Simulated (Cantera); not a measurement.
What does this Cantera script print?

```python
import numpy as np
import cantera as ct

gas = ct.Solution("h2o2.yaml")
gas.TPX = 423, 1000000, {'H2': 1, 'O2': 0.25, 'N2': 0.94}
flame = ct.FreeFlame(gas, width=0.008)
flame.set_refine_criteria(ratio=3, slope=0.08, curve=0.16)
flame.transport_model = "mixture-averaged"
flame.solve(loglevel=0, auto=True)
z, T = flame.grid, flame.T
thick = (T[-1] - T[0]) / np.gradient(T, z).max()
show = ['H2', 'O2', 'OH', 'H', 'HO2', 'H2O2']
print(f"laminar burning velocity  {flame.velocity[0] * 100:.3f} cm/s")
print(f"burnt temperature         {T[-1]:.1f} K")
print(f"thermal thickness         {thick * 1e3:.4f} mm")
print(f"grid points               {len(z)}")
z0 = z[flame.heat_release_rate.argmax()]
print(f"{'z/mm':>9s}{'T/K':>9s}{'u/(m/s)':>9s}" + "".join(f"{s:>11s}" for s in show))
rows = []
for k in (-3, -2, -1.5, -1, -0.5, -0.25, 0, 0.25, 0.5, 1, 2, 4, 8):
    zz = z0 + k * thick
    rows.append([k * thick, np.interp(zz, z, T), np.interp(zz, z, flame.velocity),
                 *(np.interp(zz, z, flame.X[gas.species_index(s)]) for s in show)])
    print(f"{rows[-1][0] * 1e3:9.3f}{rows[-1][1]:9.1f}{rows[-1][2]:9.3f}" + "".join(f"{x:11.3e}" for x in rows[-1][3:]))
```

It prints:

```
laminar burning velocity  428.531 cm/s
burnt temperature         2183.6 K
thermal thickness         0.0222 mm
grid points               117
     z/mm      T/K  u/(m/s)         H2         O2         OH          H        HO2       H2O2
   -0.067    423.0    4.285  4.566e-01  1.142e-01  6.675e-13  4.356e-14  1.647e-09  1.598e-10
   -0.044    423.1    4.286  4.565e-01  1.142e-01  7.109e-12  4.636e-13  2.050e-08  2.040e-09
   -0.033    423.9    4.290  4.560e-01  1.143e-01  1.084e-10  6.479e-12  3.722e-07  3.790e-08
   -0.022    430.4    4.337  4.533e-01  1.149e-01  6.648e-09  3.282e-10  7.423e-06  7.606e-07
   -0.011    559.2    5.445  4.289e-01  1.167e-01  4.233e-05  2.694e-05  7.575e-04  6.120e-05
   -0.006    912.5    8.575  3.870e-01  1.051e-01  7.745e-04  2.065e-03  1.290e-03  1.500e-04
    0.000   1325.8   12.199  3.327e-01  7.611e-02  1.420e-03  1.122e-02  6.098e-04  6.274e-05
    0.006   1613.8   14.745  2.846e-01  4.222e-02  2.289e-03  2.293e-02  2.920e-04  8.198e-06
    0.011   1776.4   16.191  2.557e-01  1.946e-02  2.792e-03  2.985e-02  1.276e-04  3.276e-06
    0.022   1916.1   17.400  2.384e-01  3.789e-03  2.927e-03  3.062e-02  2.336e-05  1.264e-06
    0.044   2011.6   18.175  2.390e-01  3.385e-04  2.508e-03  2.317e-02  2.154e-06  4.170e-07
    0.089   2083.0   18.732  2.439e-01  4.397e-05  1.772e-03  1.464e-02  3.941e-07  1.730e-07
    0.178   2130.5   19.092  2.475e-01  1.385e-05  1.090e-03  8.387e-03  1.282e-07  7.134e-08
```

Detailed kinetics in Cantera: the H2/O2 subset of GRI-Mech 3.0, which has no nitrogen chemistry. The hydrogen kinetics of GRI-Mech 3.0 are dated; newer H2 mechanisms differ, most at raised pressure. Burning velocities carry a grid error of a few per cent, more on coarse grids.
